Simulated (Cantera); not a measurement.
Charge: 1 mol Pb, 1.2 mol H₂, 0.65 mol N₂, held at 900 K and 6.90 bar.

Method: chemical equilibrium by Gibbs-energy minimisation in Cantera with the NASA 1993 tables (ideal gas, pure condensed phases). Candidate condensed phases: Pb; 11 gas species. The numbers say what is thermodynamically allowed, not how fast it happens.

Base state: H₂ 0.646, N₂ 0.351, NH₃ 0.00257 (mole fractions); condensed: Pb(l).

Question: What changes in the equilibrium state with this change: N₂ from 0.65 to 6.9 mol?

Answer: 
```json
[
 {"species": "N₂", "before": "0.351", "after": "0.852"},
 {"species": "H₂", "before": "0.646", "after": "0.148"},
 {"species": "NH₃", "before": "0.00257", "after": "0.000437"},
 {"species": "Pb(l), mol", "before": "1.00", "after": "1.000"}
]
```

Question: What changes in the equilibrium state with this change: temperature from 900 K to 1550 K?

Answer: 
| species | before | after |
|---|---|---|
| H₂ | 0.646 | 0.645 |
| N₂ | 0.351 | 0.349 |
| Pb | 1.98e-7 | 0.00567 |
| NH₃ | 0.00257 | 0.000113 |
| Pb(l), mol | 1.00 | 0.989 |
